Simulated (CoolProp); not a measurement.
The fluid at 244.25 K and 0.0131 MPa is compressed adiabatically to 0.0906 MPa with isentropic efficiency 0.8. The same conditions are run with several fluids, on thermodynamics alone (safety and materials aside).

Computed with CoolProp (reference Helmholtz-energy equation of state of each fluid (cis-2-butene: Lemmon 2005; isobutane: Bücker 2006; ammonia: Gao 2020; R142b: Lemmon 2006; ethane: Bücker 2006)).

### Question
Rank cis-2-butene, isobutane, ammonia, R142b, ethane by work (kJ/kg), highest first.

### Answer
ammonia (364), ethane (192), cis-2-butene (96.4), isobutane (91.7), R142b (53.7)

```
fluid         final temperature (K)  final density (kg/m³)
------------  ---------------------  ---------------------
cis-2-butene                  316.2                   1.98
isobutane                     304.7                   2.13
ammonia                       414.0                  0.449
R142b                         313.4                   3.56
ethane                        354.4                  0.928
```
